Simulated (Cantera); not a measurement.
Cantera run, input and output.

```python
import numpy as np
import cantera as ct

gas = ct.Solution("gri30.yaml")


def delay(T, t_max=10):
    gas.TPX = T, 101325, {'CH4': 1, 'O2': 2, 'N2': 7.52}
    reactor = ct.IdealGasReactor(gas, clone=False)
    net = ct.ReactorNet([reactor])
    net.rtol, net.atol = 1e-8, 1e-16
    while net.time < t_max:
        t_old, T_old = net.time, reactor.T
        net.step()
        if reactor.T > T + 400:  # ignition: a rise of 400 K
            return t_old + (T + 400 - T_old) / (reactor.T - T_old) * (net.time - t_old)
    return np.nan


taus = []
for T in [1000, 1075, 1150, 1225, 1300, 1375]:
    taus.append(delay(T))
    print(f"T0 = {T:6g} K   tau = {taus[-1]:.4e} s")
```

Result:

```
T0 =   1000 K   tau = 1.0668e+00 s
T0 =   1075 K   tau = 2.9674e-01 s
T0 =   1150 K   tau = 9.0777e-02 s
T0 =   1225 K   tau = 3.0387e-02 s
T0 =   1300 K   tau = 1.1049e-02 s
T0 =   1375 K   tau = 4.3441e-03 s
```

Model: GRI-Mech 3.0 (53 species, 325 reactions), integrated in Cantera.
